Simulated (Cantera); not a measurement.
What does this Cantera script print?

```python
import numpy as np
import cantera as ct

gas_names = """
    C CH CH2 CH3 CH2OH CH3O CH4 CH3OH CO COS CO2 COOH CS CS2 C2 C2H CHCO,ketyl C2H2,acetylene
    C2H2,vinylidene CH2CO,ketene C2H3,vinyl CH3CO,acetyl C2H4 C2H4O,ethylen CH3CHO,ethanal CH3COOH
    (HCOOH)2 C2H5 C2H6 CH3OCH3 C2H5OH C2O C3 C3H3,propargyl C3H4,allene C3H4,propyne C3H4,cyclo-
    C3H5,allyl C3H6,propylene C3H6,cyclo- C3H6O C3H7,n-propyl C3H7,i-propyl C3H8 C3H8O,1propanol
    C3H8O,2propanol C3O2 C4 C4H2 C4H4,1,3-cyclo- C4H6,butadiene C4H6,2-butyne C4H6,cyclo- C4H8,1-butene
    C4H8,cis2-buten C4H8,tr2-butene C4H8,isobutene C4H8,cyclo- (CH3COOH)2 C4H9,n-butyl C4H9,i-butyl
    C4H9,s-butyl C4H9,t-butyl C4H10,isobutane C4H10,n-butane C5 C5H6,1,3cyclo- C5H8,cyclo-
    C5H10,1-pentene C5H10,cyclo- C5H11,pentyl C5H11,t-pentyl C5H12,n-pentane C5H12,i-pentane
    CH3C(CH3)2CH3 C6H2 C6H5,phenyl C6H5O,phenoxy C6H6 C6H5OH,phenol C6H10,cyclo- C6H12,1-hexene
    C6H12,cyclo- C6H13,n-hexyl C7H7,benzyl C7H8 C7H8O,cresol C7H14,1-heptene C7H15,n-heptyl
    C7H16,n-heptane C8H8,styrene C8H10,ethylbenz C8H16,1-octene C8H17,n-octyl C8H18,isooctane
    C8H18,n-octane C9H19,n-nonyl C10H8,naphthale C10H21,n-decyl C12H9,o-bipheny C12H10,bipheny H HCO HO2
    H2 HCHO,formaldehy HCOOH H2O H2O2 H2S H2SO4 Mg MgH MgO MgOH MgO2H2 MgS Mg2 O OH O2 O3 S SH SO SO2
    SO3 S2 S2O S8
""".split()
cond_names = """
    C(gr) C6H6(L) C7H8(L) C8H18(L),n-octa H2O(s) H2O(L) H2SO4(L) Mg(cr) Mg(L) MgCO3(s) MgO(s) MgO(L)
    MgO2H2(s) MgS(s) MgSO4(s) MgSO4(L) S(cr1) S(cr2) S(L)
""".split()


def load(file, names, dense=False):
    # The tables refer to 1 bar. Condensed volumes are neglected.
    table = {s.name: s for s in ct.Species.list_from_file(file)}
    out = []
    for n in names:
        d = dict(table[n].input_data)
        d["thermo"] = dict(d["thermo"], **{"reference-pressure": 1e5})
        if dense:
            d["equation-of-state"] = {"model": "constant-volume", "density": "1e6 g/cm^3"}
        out.append(ct.Species.from_dict(d))
    return out


gas = ct.Solution(thermo="ideal-gas", species=load("nasa_gas.yaml", gas_names))
cond = {s.name: ct.Solution(thermo="fixed-stoichiometry", species=[s], name=s.name)
        for s in load("nasa_condensed.yaml", cond_names, dense=True)}
atoms = {
    'MgO': {'Mg': 1, 'O': 1},
    'H2S': {'H': 2, 'S': 1},
    'CO2': {'C': 1, 'O': 2},
}
top_T = {'C(gr)': 4500, 'MgS(s)': 2250}  # K; cautious upper limits of use, not melting points


def equilibrate(T, P, feed):
    n = {}
    for name, mol in feed.items():
        for a, k in atoms[name].items():
            n[a] = n.get(a, 0.0) + k * mol
    gas.TPX = T, P, n
    mass = sum(n.values()) * gas.mean_molecular_weight
    gas.equilibrate("TP")
    valid = [c for c in cond.values() if c.min_temp <= T <= top_T.get(c.name, c.max_temp)]
    mix = ct.Mixture([(gas, mass / gas.mean_molecular_weight)] + [(c, 0.0) for c in valid])
    mix.T, mix.P = T, P
    mix.equilibrate("TP", solver="vcs", rtol=1e-11, max_steps=5000)
    return mix


results = []
feed = {'MgO': 1, 'H2S': 0.12, 'CO2': 0.29}  # mol
P = 72000  # Pa
for T in [848, 923, 998, 1073, 1148, 1223, 1298, 1373, 1448, 1523, 1598, 1673, 1748]:
    mix = equilibrate(T, P, feed)
    results.append((T, P, feed, dict(zip(mix.species_names, mix.species_moles))))

top = {s: max(r[3][s] / sum(r[3][g] for g in gas_names) for r in results) for s in gas_names}
cols = sorted((s for s in top if top[s] > 0.001), key=lambda s: -top[s])[:7]
seen = [c for c in cond_names if any(r[3].get(c, 0) > 1e-12 for r in results)]
print("log10 of partial pressures in bar; condensed amounts in mol")
print(f"{'T/K':>10s}" + "".join(f"{s[:9]:>10s}" for s in cols + seen))
for T, P, feed, n in results:
    ng = sum(n[g] for g in gas_names)
    print(f"{T:10.4g}" + "".join(f"{np.log10(max(n[s] / ng * P / 1e5, 1e-99)):10.3f}" for s in cols)
          + "".join(f"{n.get(c, 0):10.4g}" for c in seen))
```

Result:

```
log10 of partial pressures in bar; condensed amounts in mol
       T/K       CO2        CO       H2S       H2O        S2       SO2        H2    MgO(s)
       848    -0.328    -1.994    -0.765    -1.457    -2.207    -5.038    -2.634         1
       923    -0.342    -1.685    -0.803    -1.341    -1.907    -4.514    -2.374         1
       998    -0.361    -1.449    -0.857    -1.233    -1.677    -4.041    -2.161         1
      1073    -0.384    -1.271    -0.927    -1.137    -1.502    -3.613    -1.989         1
      1148    -0.409    -1.137    -1.017    -1.056    -1.373    -3.223    -1.856         1
      1223    -0.436    -1.036    -1.122    -0.992    -1.281    -2.868    -1.756         1
      1298    -0.463    -0.959    -1.241    -0.944    -1.218    -2.548    -1.683         1
      1373    -0.490    -0.896    -1.368    -0.910    -1.180    -2.265    -1.630         1
      1448    -0.518    -0.843    -1.496    -0.888    -1.162    -2.023    -1.589         1
      1523    -0.547    -0.796    -1.620    -0.876    -1.159    -1.821    -1.553         1
      1598    -0.580    -0.752    -1.737    -0.871    -1.169    -1.658    -1.520         1
      1673    -0.615    -0.712    -1.848    -0.871    -1.189    -1.527    -1.488         1
      1748    -0.653    -0.676    -1.952    -0.875    -1.216    -1.423    -1.456         1
```

Cantera equilibrium calculation (NASA polynomials, part measured and part estimated; ideal gas, pure solids and liquids). Gases not in the tables: S3 to S7.
